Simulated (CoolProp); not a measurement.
Computed with CoolProp (reference Helmholtz-energy equation of state, Platzer 1990). This equation is an older, rougher fit; its heat capacities, sound speeds and derivatives of the liquid may be far off and weren't checked against measurements.

Question: Give the vapour pressure (bar), liquid density (kg/m³), vapour Z of saturated R21 at 339.7 K.

Answer: 
| T (K) | p (bar) | liquid density (kg/m³) | vapour Z |
|---|---|---|---|
| 339.7 | 6.18 | 1260 | 0.879 |
